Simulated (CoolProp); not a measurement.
Vapour-liquid equilibrium of diethyl ether (1) + ethanol (2) at 282 K; x and y are mole fractions of (1).

Model: multi-fluid Helmholtz-energy mixture model, Thol 2014 and Schroeder 2014; pair parameters Bell 2016, in CoolProp.

| x | bubble pressure, mixture model (MPa) | bubble pressure, Raoult's law (MPa) | y, mixture model | y, Raoult's law |
|---|---|---|---|---|
| 0.05 | 0.007550 | 0.004623 | 0.630 | 0.400 |
| 0.15 | 0.01502 | 0.008026 | 0.830 | 0.691 |
| 0.25 | 0.02032 | 0.01143 | 0.884 | 0.808 |
| 0.35 | 0.02394 | 0.01483 | 0.909 | 0.872 |
| 0.45 | 0.02642 | 0.01824 | 0.923 | 0.912 |
| 0.55 | 0.02826 | 0.02164 | 0.934 | 0.939 |
| 0.65 | 0.02986 | 0.02504 | 0.943 | 0.959 |
| 0.75 | 0.03150 | 0.02845 | 0.953 | 0.974 |
| 0.85 | 0.03339 | 0.03185 | 0.967 | 0.986 |
| 0.95 | 0.03566 | 0.03526 | 0.987 | 0.996 |

The largest gap from Raoult's law is +87.1 % in bubble pressure, at x = 0.15. No azeotrope shows between x = 0.05 and 0.95.

The pair parameters rest on a limited set of measurements; away from them the model extrapolates. With so large a gap from Raoult's law the liquid may split in two, which this calculation doesn't test in full.
